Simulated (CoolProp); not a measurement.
Vapour-liquid equilibrium of ethane (1) + n-pentane (2) at 0.276 MPa; x and y are mole fractions of (1).

Values from CoolProp's multi-fluid Helmholtz-energy mixture model, Bücker 2006 and Thol 2019; pair parameters Kunz 2012.

```csv
x,bubble temperature (K),y at the bubble point,dew temperature at overall composition x (K),liquid density (mol/L)
0.05,307.0,0.656,340.2,[?]
0.2,251.7,0.972,[?],10.09
0.35,[?],0.993,326.7,11.17
0.5,222.1,0.997,318.2,12.26
0.65,215.6,0.999,[?],13.47
0.8,210.7,0.999,292.5,14.88
0.95,[?],[?],262.1,16.55
```

Problem. Complete the blanks.

Solution. 
- 0.05, liquid density (mol/L): 8.656
- 0.2, dew temperature at overall composition x (K): 333.9
- 0.35, bubble temperature (K): 232.2
- 0.65, dew temperature at overall composition x (K): 307.5
- 0.95, bubble temperature (K): 206.7
- 0.95, y at the bubble point: 1.000

No azeotrope shows between x = 0.05 and 0.95.

The pair parameters rest on a limited set of measurements; away from them the model extrapolates. The gap from Raoult's law changes sign with composition, which may be real or a fault of the pair parameters; it wasn't checked against measurements.
